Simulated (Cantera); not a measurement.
## Equilibrium for tantalum, niobium, vanadium and zirconium in process gases: Ta(OEt)5 + O2

A closed system holds: 1 mol Ta(OEt)5, a varied amount of O2, held at 1873.15 K and 4.40e-5 bar.

Equilibrium computed with Cantera from the NASA thermochemical tables; the gas is ideal and each condensed phase is pure. Candidate condensed phases: C, C6H6, C7H8, C8H18, H2O, Ta, TaC, Ta2O5; 113 gas species. The feed counts by its element totals alone. Mutual solubility and eutectic melting of coexisting phases are not modelled. TaC: taken at fixed stoichiometry. Condensed phases not in the tables: Ta2C, N, O or C dissolved in the metal. Rates play no part.

From 0.63 mol O2 to 1.8 mol O2 the condensed part is C(graphite) + TaC(s). At 2.4 mol O2 the condensed part is Ta(s) + TaC(s). From 3 mol O2 to 3.6 mol O2 the condensed part is Ta(s) + Ta2O5(s). From 4.1 mol O2 to 7.1 mol O2 the condensed part is Ta2O5(s).

| n(O2) (mol) | x H2 | x CO | x H2O | x H | x CO2 | x OH | n C(graphite) | n TaC(s) | n Ta(s) | n Ta2O5(s) |
|---|---|---|---|---|---|---|---|---|---|---|
| 0.63 | 0.603 | 0.321 | 1.72e-9 | 0.0756 | 2.22e-10 | 1.67e-11 | 2.73 | 1.00 | 0 | 0 |
| 1.2 | 0.568 | 0.358 | 1.80e-9 | 0.0734 | 2.77e-10 | 1.81e-11 | 1.59 | 1.00 | 0 | 0 |
| 1.8 | 0.535 | 0.393 | 1.86e-9 | 0.0713 | 3.33e-10 | 1.93e-11 | 0.393 | 1.00 | 0 | 0 |
| 2.4 | 0.506 | 0.424 | 1.55e-5 | 0.0693 | 3.16e-6 | 1.65e-7 | 0 | 0.201 | 0.799 | 0 |
| 3 | 0.500 | 0.428 | 0.000505 | 0.0689 | 0.000105 | 5.40e-6 | 0 | 0 | 0.589 | 0.174 |
| 3.6 | 0.500 | 0.428 | 0.000505 | 0.0689 | 0.000105 | 5.40e-6 | 0 | 0 | 0.109 | 0.414 |
| 4.1 | 0.478 | 0.424 | 0.0246 | 0.0674 | 0.00531 | 0.000269 | 0 | 0 | 0 | 0.496 |
| 4.7 | 0.439 | 0.415 | 0.0658 | 0.0645 | 0.0151 | 0.000751 | 0 | 0 | 0 | 0.498 |
| 5.3 | 0.400 | 0.404 | 0.106 | 0.0616 | 0.0261 | 0.00127 | 0 | 0 | 0 | 0.498 |
| 5.9 | 0.363 | 0.393 | 0.145 | 0.0587 | 0.0382 | 0.00182 | 0 | 0 | 0 | 0.499 |
| 6.5 | 0.327 | 0.380 | 0.183 | 0.0557 | 0.0516 | 0.00242 | 0 | 0 | 0 | 0.499 |
| 7.1 | 0.293 | 0.365 | 0.219 | 0.0527 | 0.0665 | 0.00306 | 0 | 0 | 0 | 0.499 |
x: gas mole fraction; n: condensed amount in mol.
